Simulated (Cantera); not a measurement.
An isothermal, constant-pressure homogeneous reactor starts with NH3 : H2 = 1 : 0.21 (molar parts), at 1550 K and 760 Torr.

Cantera simulation using the gas-phase N/H chemistry of the illustrative SiF4/NH3 mechanism in the Surface Chemkin manual (1991); the numbers are that mechanism's predictions, not measurements. Walls and surfaces, which speed up NH3 decomposition in real reactors, are not modelled.

Task: Predict: x(NH3) at 50.0 s; x(H2) at 50.0 s; x(H) at 50.0 s; x(NH2) at 50.0 s; x(N2H4) at 50.0 s.

Result: 
| Property | Result |
|---|---|
| x(NH3) at 50.0 s | 0.190 (gas-phase equilibrium 1.73e-5) |
| x(H2) at 50.0 s | 0.636 (gas-phase equilibrium 0.774) |
| x(H) at 50.0 s | 2.17e-5 (gas-phase equilibrium 2.77e-5) |
| x(NH2) at 50.0 s | 1.49e-5 (gas-phase equilibrium 1.42e-9) |
| x(N2H4) at 50.0 s | 1.23e-8 (gas-phase equilibrium <1e-12) |
